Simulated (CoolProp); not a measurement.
A Linde-Hampson liquefier for methane: isothermal reversible compression at 200 K from 1 atm to 40 MPa, throttling to 1 atm, return gas leaving the recuperator 0 K below the feed. Each further row changes one setting.

Computed with CoolProp (reference Helmholtz-energy equation of state, Setzmann 1991).

```
case                        liquid yield per pass  compression work (kJ/kg of gas)
--------------------------  ---------------------  -------------------------------
as stated                                   0.497                              487
high pressure 80 MPa                          [?]                              [?]
warm-end temperature 230 K                    [?]                              609
warm-end gap 5 K                            0.489                              487
```

Problem. Some entries are withheld; supply them.

Solution. 
- high pressure 80 MPa, liquid yield per pass: 0.422
- high pressure 80 MPa, compression work (kJ/kg of gas): 593
- warm-end temperature 230 K, liquid yield per pass: 0.407
